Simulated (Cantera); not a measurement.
A closed system holds: 1 mol Al, 1.6 mol Cl2, 3.9 mol H2, equilibrated at 377 °C and 1.00 bar.

Cantera equilibrium calculation (NASA polynomials, part measured and part estimated; ideal gas, pure solids and liquids). Candidate condensed phases: Al, AlCl3; 12 gas species. The numbers say what is thermodynamically allowed, not how fast it happens.

Base state: H2 0.835, Al2Cl6 0.0991, HCl 0.0440, AlCl3 0.0216 (mole fractions); condensed: gas only.

**Question.** What changes in the equilibrium state with this change: Cl2 from 1.6 to 1 mol?

**Answer.** 
| species | before | after |
|---|---|---|
| H2 | 0.835 | 0.913 |
| Al2Cl6 | 0.0991 | 0.0690 |
| AlCl3 | 0.0216 | 0.0180 |
| HCl | 0.0440 | 3.16e-8 |
| Al(s), mol | 0 | 0.333 |
